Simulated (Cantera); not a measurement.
# V₂O₃ + H₂ + N₂ + O₂ (hydrogen reduction and annealing atmospheres)

A closed system holds: 1 mol V₂O₃, 0.69 mol H₂, 1.1 mol N₂, 0.01 mol O₂, at 10.0 mbar.

Equilibrium computed with Cantera from the NASA thermochemical tables; the gas is ideal and each condensed phase is pure. Candidate condensed phases: H₂O, V, VN, VO, V₂O₃, V₂O₄, V₂O₅; 28 gas species. Mutual solubility and eutectic melting of coexisting phases are not modelled. VO: taken at fixed stoichiometry. Condensed phases not in the tables: the oxides between V₂O₃ and V₂O₅ other than VO₂. Rates play no part.

From 775 K to 1975 K the condensed part is V₂O₃(s). At 2125 K the condensed part is VO(l) + V₂O₃(s).

| T (K) | log p N₂ | log p H₂ | log p H | log p H₂O | log p VO₂ | log p VO | n V₂O₃(s) | n VO(l) |
|---|---|---|---|---|---|---|---|---|
| 775 | -2.21 | -2.43 | -13.22 | -3.95 | <-14 | <-14 | 1.00 | 0 |
| 925 | -2.21 | -2.43 | -10.80 | -3.95 | <-14 | <-14 | 1.00 | 0 |
| 1075 | -2.21 | -2.43 | -9.05 | -3.95 | <-14 | <-14 | 1.00 | 0 |
| 1225 | -2.21 | -2.43 | -7.72 | -3.95 | -12.70 | <-14 | 1.00 | 0 |
| 1375 | -2.21 | -2.43 | -6.68 | -3.95 | -10.47 | -12.58 | 1.00 | 0 |
| 1525 | -2.21 | -2.43 | -5.84 | -3.95 | -8.69 | -10.40 | 1.00 | 0 |
| 1675 | -2.21 | -2.43 | -5.15 | -3.95 | -7.24 | -8.62 | 1.000 | 0 |
| 1825 | -2.21 | -2.43 | -4.57 | -3.95 | -6.04 | -7.14 | 1.000 | 0 |
| 1975 | -2.21 | -2.43 | -4.08 | -3.97 | -5.03 | -5.90 | 0.999 | 0 |
| 2125 | -2.22 | -2.46 | -3.67 | -3.75 | -4.06 | -4.97 | 0.971 | 0.0392 |
log p: log10 of the partial pressure in bar; n: condensed amount in mol.
